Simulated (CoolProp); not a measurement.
Vapour-liquid equilibrium of n-hexane (1) + toluene (2) at 355.8 K; x and y are mole fractions of (1).

Computed with CoolProp (multi-fluid Helmholtz-energy mixture model, Thol 2019 and Lemmon 2006; pair parameters Bell 2016).

Question: Give the bubble pressure and the first vapour's composition at x = 0.05, 0.2, 0.35. Is there an azeotrope?

Answer: x = 0.05: 0.05141 MPa, y = 0.209; x = 0.2: 0.07364 MPa, y = 0.521; x = 0.35: 0.09153 MPa, y = 0.672. No azeotrope shows between x = 0.05 and 0.95.

Pair parameters are fitted to limited data, so mixtures are less certain than the pure fluids.
